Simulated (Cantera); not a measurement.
Feed: 1 mol SiHCl₃, 0.14 mol Cl₂, a varied amount of N₂, at 1000 K and 5.40 mbar.

These are equilibrium values from Cantera (NASA tables, ideal gas, pure condensed phases), not measurements of a reactor. Candidate condensed phases: NH₄Cl, Si, Si₃N₄; 28 gas species. N₂ is the only nitrogen source here; it is nearly inert below about 1500 K, so the nitride shown seldom forms there in practice. The tables' values for SiCl₃ are old estimates; treat these amounts as uncertain. Equilibrium is a limit: real reactors are often held back by kinetics, nucleation or transport.

x: gas mole fraction; n: condensed amount in mol.

| n(N₂) (mol) | x N₂ | x HCl | x SiCl₄ | x H₂ | n Si₃N₄(s) |
|---|---|---|---|---|---|
| 5.1 | 0.760 | 0.130 | 0.0962 | 0.0136 | 0.129 |
| 7 | 0.815 | 0.102 | 0.0735 | 0.00943 | 0.130 |
| 9.5 | 0.857 | 0.0798 | 0.0561 | 0.00650 | 0.132 |
| 13 | 0.892 | 0.0613 | 0.0421 | 0.00437 | 0.133 |
| 18 | 0.920 | 0.0462 | 0.0309 | 0.00286 | 0.134 |
| 24 | 0.939 | 0.0357 | 0.0235 | 0.00195 | 0.135 |
| 32 | 0.953 | 0.0274 | 0.0178 | 0.00132 | 0.136 |
| 44 | 0.966 | ___ | ___ | ___ | 0.137 |
| 60 | 0.975 | 0.0152 | 0.00956 | 0.000549 | 0.138 |
| 82 | 0.981 | ___ | ___ | ___ | 0.138 |
| 110 | 0.986 | 0.00852 | 0.00523 | 0.000232 | 0.139 |

### Question
What belongs in the gaps?

### Answer

- 82, x HCl: 0.0113
- 82, x SiCl₄: 0.00700
- 82, x H₂: 0.000353
- 44, x HCl: 0.0204
- 44, x SiCl₄: 0.0130
- 44, x H₂: 0.000847
